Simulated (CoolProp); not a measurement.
Properties of octamethylcyclotetrasiloxane (D4) along the isobar 531 kPa.

Values from CoolProp's reference Helmholtz-energy equation of state, Thol 2015.

```tsv
T (K)	phase	density (kg/m³)	cp (kJ/(kg K))	expansivity (1/kK)	fugacity coefficient
535.2	gas	46.81	1.989	5.124	0.8059
539.9	gas	45.73	1.990	4.815	0.8124
544.6	gas	44.73	1.992	4.549	0.8186
549.3	gas	43.81	1.995	4.316	0.8246
554	gas	42.95	1.999	4.112	0.8303
558.7	gas	42.15	2.003	3.930	0.8358
563.4	gas	41.39	2.008	3.767	0.8410
568.1	gas	40.68	2.013	3.620	0.8460
572.8	gas	40.01	2.018	3.486	0.8509
577.5	gas	39.37	2.024	3.365	0.8555
582.2	gas	38.76	2.029	3.254	0.8600
586.9	gas	38.18	2.035	3.151	0.8643
591.6	gas	37.63	2.041	3.057	0.8684
596.3	gas	37.10	2.048	2.969	0.8724
```
